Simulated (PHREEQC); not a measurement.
Synthetic water in mg/L, 25 °C, pH 6.3, pe 8.8: Na 3.6; K 0.864; Ca 3.97; Mg 3.28; Cl 7.35; S(6) as SO4 0.134; Alkalinity as HCO3 27.1; B 0.0941; Ba 0.0107.

Valence states are taken as typed.

Equilibrium calculation in PHREEQC: ion-association model, phreeqc.dat.

No solid was allowed to form.

Q: Estimate the charge-balance error.

A: charge-balance error -0.6 %.

Q: In which forms is S present?

A: SO4-2 96 %, MgSO4 2.3 %, CaSO4 1.3 % of the S.
